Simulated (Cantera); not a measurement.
Mixture: 4.84 % CH3OH, 19.9 % O2, 75.2 % N2, equivalence ratio 0.36, at 101000 Pa, adiabatic and at constant pressure. Ignition delay is the time to a rise of 400 K.

Cantera simulation using GRI-Mech 3.0 (53 species, 325 reactions); the numbers are that mechanism's predictions, not measurements. GRI-Mech 3.0 was tuned for natural gas; its chemistry of methanol as a main component is partial and can be far from experiment.

Predict: delay at 1050 K; delay at 1100 K; delay at 1150 K; delay at 1200 K; delay at 1250 K; delay at 1300 K; apparent activation energy between 1200 and 1300 K.


```
Item                                                    Result
--------------------------------------------------  ----------
delay at 1050 K                                        0.199 s
delay at 1100 K                                        70.7 ms
delay at 1150 K                                        27.6 ms
delay at 1200 K                                        11.8 ms
delay at 1250 K                                        5.47 ms
delay at 1300 K                                        2.74 ms
apparent activation energy between 1200 and 1300 K  190 kJ/mol
```
